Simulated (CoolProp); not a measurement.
Vapour-liquid equilibrium of propylene (1) + isobutane (2) at 206.6 K; x and y are mole fractions of (1).

Model: multi-fluid Helmholtz-energy mixture model, Lemmon 2013 and Bücker 2006; pair parameters Bell 2016, in CoolProp.

```csv
x,"bubble pressure, mixture model (MPa)","bubble pressure, Raoult's law (MPa)","y, mixture model","y, Raoult's law"
0.05,[?],0.007708,0.319,0.254
0.2,0.01266,0.01267,0.594,0.618
0.35,0.01561,0.01763,0.715,0.777
0.5,[?],0.02260,[?],0.866
0.65,0.02387,0.02756,[?],0.923
0.8,0.03020,0.03252,[?],0.963
0.95,0.03712,0.03748,0.996,0.992
```

Q: Complete the blanks.

A: 
- 0.05, bubble pressure, mixture model (MPa): 0.008505
- 0.5, bubble pressure, mixture model (MPa): 0.01909
- 0.5, y, mixture model: 0.818
- 0.65, y, mixture model: 0.906
- 0.8, y, mixture model: 0.967

The largest gap from Raoult's law is -15.5 % in bubble pressure, at x = 0.5. No azeotrope shows between x = 0.05 and 0.95.

Pair parameters are fitted to limited data, so mixtures are less certain than the pure fluids. The gap from Raoult's law changes sign with composition, which may be real or a fault of the pair parameters; it wasn't checked against measurements.
